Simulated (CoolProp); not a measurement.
Model: reference Helmholtz-energy equation of state, Wu 2012, in CoolProp.

### Question
For fluoroethane (R161), give the phase and the density (kg/m³), cv (kJ/(kg K)), isothermal compressibility (1/MPa), expansivity (1/kK) at 161.6 K and 0.066 MPa.

### Answer
- 161.6 K and 0.066 MPa: liquid; density 916, cv 1.46, isothermal compressibility 0.000626, expansivity 1.41
